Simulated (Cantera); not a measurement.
Charge: 1 mol Si(CH3)4, 0.029 mol C2H4, 2.7 mol H2, equilibrated at 2025 °C and 4400 Pa.

Equilibrium computed with Cantera from the NASA thermochemical tables; the gas is ideal and each condensed phase is pure. Candidate condensed phases: C, C6H6, C7H8, C8H18, Si, SiC; 87 gas species. Gases not in the tables: Si2H6 and higher silanes. Equilibrium is a limit: real reactors are often held back by kinetics, nucleation or transport.

Base state: H2 0.948, H 0.0445, C2H2 (acetylene) 0.00406, Si 0.00298, SiC2 0.000408, Si2C 0.000240, SiH 0.000224, SiH2 6.26e-5 (mole fractions); condensed: C(graphite) + SiC(s).

Question: What changes in the equilibrium state with this change: Si(CH3)4 replaced by SiHCl3?

Answer: 
| species | before | after |
|---|---|---|
| H2 | 0.948 | 0.510 |
| HCl | 0 | 0.256 |
| SiCl2 | 0 | 0.161 |
| Cl | 0 | 0.0118 |
| Si | 0.00298 | 0.0149 |
| H | 0.0445 | 0.0326 |
| SiCl | 0 | 0.00953 |
| SiCl3 | 0 | 0.00112 |
| C(graphite), mol | 3.01 | 0 |
| SiC(s), mol | 0.963 | 0.0503 |
The tables' values for SiCl, SiCl3 are old estimates; treat these amounts as uncertain.

Question: What changes in the equilibrium state with this change: pressure from 4400 Pa to 100 Pa?

Answer: 
```
species             before    after
----------------  --------  -------
H2                   0.948    0.663
H                   0.0445    0.247
Si                 0.00298   0.0727
C3                 3.67e-7  1.62e-5
SiC2              0.000408  0.00998
SiC                4.45e-7  1.09e-5
C(graphite), mol      3.01     3.74
SiC(s), mol          0.963        0
```
